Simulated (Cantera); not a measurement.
Cantera run:

```python
import numpy as np
import cantera as ct

gas_names = [...]  # 123 gases of nasa_gas.yaml made of C, H, O, Si
cond_names = """
    C(gr) C6H6(L) C7H8(L) C8H18(L),n-octa H2O(s) H2O(L) Si(cr) Si(L) SiC(b) SiO2(Lqz) SiO2(hqz) SiO2(L)
""".split()


# ... load() reads the species with a 1 bar reference pressure and builds the phases ...
atoms = {
    'TEOS': {'Si': 1, 'C': 8, 'H': 20, 'O': 4},
    'H2O': {'H': 2, 'O': 1},
    'H2': {'H': 2},
}
top_T = {'C(gr)': 4500, 'SiC(b)': 3050}  # K; cautious upper limits of use, not melting points


# ... equilibrate(T, P, feed) seeds the gas with the atoms and calls Mixture.equilibrate('TP', solver="vcs", rtol=1e-11, max_steps=5000) ...
results = []
feed = {'TEOS': 1, 'H2O': 0.34, 'H2': 0.34}  # mol
T = 1873  # K
P = 1333.22  # Pa
mix = equilibrate(T, P, feed)
results.append((T, P, feed, dict(zip(mix.species_names, mix.species_moles))))
print(gas.report(threshold=1e-06))
for i in range(1, mix.n_phases):
    print(f"{mix.phase(i).name:16s} {mix.phase_moles(i):12.5e} mol")
```

Output:

```
       temperature   1873 K
          pressure   1333.2 Pa
           density   0.00081688 kg/m^3
  mean mol. weight   9.5417 kg/kmol
   phase of matter   gas

                          1 kg             1 kmol
                     ---------------   ---------------
          enthalpy         1.975e+06        1.8845e+07  J
   internal energy        3.4293e+05        3.2722e+06  J
           entropy             25948        2.4758e+05  J/K
    Gibbs function       -4.6625e+07       -4.4488e+08  J
 heat capacity c_p            3602.3             34372  J/K
 heat capacity c_v            2730.9             26058  J/K

                      mass frac. Y      mole frac. X     chem. pot. / RT
                     ---------------   ---------------   ---------------
               CH4        6.8266e-06        4.0602e-06           -50.503
                CO           0.84049           0.28632           -40.147
    C2H2,acetylene        0.00060188        0.00022056           -29.192
                 H        0.00049643         0.0046992           -11.969
                H2           0.14933           0.70679           -23.938
                Si        6.4629e-05        2.1957e-05           -8.9113
               SiH        6.0559e-06        1.9862e-06            -20.88
              SiH2        3.6306e-06        1.1509e-06           -32.849
               SiO         0.0089916         0.0019462           -46.431
     [ +114 minor]        7.5635e-06        2.0691e-06

C(gr)             2.71227e+00 mol
Si(L)             0.00000e+00 mol
SiC(b)            9.70303e-01 mol
SiO2(L)           0.00000e+00 mol
```

Cantera equilibrium calculation (NASA polynomials, part measured and part estimated; ideal gas, pure solids and liquids). The feed counts by its element totals alone.
